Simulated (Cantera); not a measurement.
# Silicon epitaxy and polysilicon growth: Si2Cl6 + Cl2 + N2 + HCl

Feed: 1 mol Si2Cl6, 0.16 mol Cl2, 9.4 mol N2, 0.37 mol HCl.

Method: chemical equilibrium by Gibbs-energy minimisation in Cantera with the NASA 1993 tables (ideal gas, pure condensed phases). Candidate condensed phases: NH4Cl, Si, Si3N4; 28 gas species. The feed counts by its element totals alone. N2 is the only nitrogen source here; it is nearly inert below about 1500 K, so the nitride shown seldom forms there in practice. The tables' values for SiCl3 are old estimates. Rates play no part.

Problem. Map the stable condensed phases over T = 977, 1002, 1027, 1052, 1077, 1102, 1127, 1152, 1177, 1202, 1227, 1252 °C and P in Pa = 100, 210, 460, 980, 2100, 4500, 9600, 20000, 44000, 94000, 200000.

Solution. 
```
T in °C \ P in Pa
            100    210    460    980   2100   4500   9600  20000  44000  94000 200000
   1252       A      A      A      A      A      A      B      B      B      B      B
   1227       A      A      A      A      A      A      B      B      B      B      B
   1202       A      A      A      A      A      B      B      B      B      B      B
   1177       A      A      A      A      B      B      B      B      B      B      B
   1152       A      A      A      A      B      B      B      B      B      B      B
   1127       A      A      A      B      B      B      B      B      B      B      B
   1102       A      A      B      B      B      B      B      B      B      B      B
   1077       A      A      B      B      B      B      B      B      B      B      B
   1052       A      B      B      B      B      B      B      B      B      B      B
   1027       B      B      B      B      B      B      B      B      B      B      B
   1002       B      B      B      B      B      B      B      B      B      B      B
    977       B      B      B      B      B      B      B      B      B      B      B
```
A: gas only; B: Si3N4.
